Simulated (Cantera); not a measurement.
Charge: 1 mol Si, 1.9 mol N2O, 510 mol N2, equilibrated at 948.15 K and 19000 Pa.

Method: chemical equilibrium by Gibbs-energy minimisation in Cantera with the NASA 1993 tables (ideal gas, pure condensed phases). Candidate condensed phases: Si, SiO2, Si2N2O, Si3N4; 16 gas species. Kinetics and transport are ignored.

Base state: N2 1.00 (mole fractions); condensed: SiO2(β-quartz) + Si2N2O(s).

Task: What changes in the equilibrium state with this change: temperature from 948.15 K to 1573.15 K?

Result: 
| species | before | after |
|---|---|---|
| N2 | 1.00 | 1.000 |
| SiO | <1e-9 | 0.000132 |
| SiO2(β-quartz), mol | 0.933 | 0.911 |
| Si2N2O(s), mol | 0.0333 | 0.0109 |
Mutual solubility and eutectic melting of coexisting phases are not modelled. The tables hold silica as quartz up to 1696 K and as liquid above; real silica turns to tridymite and cristobalite and melts near 1996 K.

Task: What changes in the equilibrium state with this change: Si replaced by SiC?

Result: 
| species | before | after |
|---|---|---|
| N2 | 1.00 | 1.000 |
| CO | 0 | 0.000355 |
| SiO2(β-quartz), mol | 0.933 | 0.812 |
| Si2N2O(s), mol | 0.0333 | 0.0940 |
| C(graphite), mol | 0 | 0.818 |
Further candidate phases: C, SiC.
